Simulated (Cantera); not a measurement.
Charge: 1 mol Si, 1.8 mol Cl2, 12 mol H2, held at 0.133 bar.

Equilibrium computed with Cantera from the NASA thermochemical tables; the gas is ideal and each condensed phase is pure. Candidate condensed phases: Si; 19 gas species. The numbers say what is thermodynamically allowed, not how fast it happens.

Over these rows the condensed part is Si(s). Partial pressures as log10 of bar:

| T (K) | 1000/T (1/K) | log p SiCl2 | log p H2 | log p HCl | log p SiCl4 | log p SiHCl3 |
|---|---|---|---|---|---|---|
| 1023 | 0.9775 | -4.01 | -0.92 | -2.59 | -2.19 | -2.59 |
| 1098 | 0.9107 | -3.49 | -0.92 | -2.36 | -2.23 | -2.63 |
| 1173 | 0.8525 | -3.05 | -0.93 | -2.17 | -2.30 | -2.70 |
| 1248 | 0.8013 | ? | -0.94 | -2.02 | -2.43 | -2.81 |
| 1323 | 0.7559 | -2.43 | -0.95 | -1.91 | -2.64 | -2.98 |
| 1398 | 0.7153 | -2.26 | -0.96 | -1.84 | -2.95 | -3.22 |

**Question.** Fit log p(SiCl2) = a + b·(1000/T) to the five rows, give the apparent enthalpy, and predict the row at 1248 K.

**Answer.** Means: 1000/T = 0.8424, log p = -3.048. Sxy = -0.313787, Sxx = 0.0466556, so b = -6.73 and a = -3.048 − (-6.73)×0.8424 = 2.62.
Apparent enthalpy: −19.145 × (-6.73) = 129 kJ/mol. With the condensed phases at unit activity, 1/2 Si(s) + 1/2 SiCl4(g) = SiCl2(g) links this pressure to the main gases: over the six rows their terms move log p by -0.38 in all, so the slope isn't that reaction's ΔH° alone. The five rows lie within 0.07 of the line.
Prediction at 1248 K: 2.62 + (-6.73)×0.8013 = -2.77. The computed value is -2.70, 0.07 from the line.
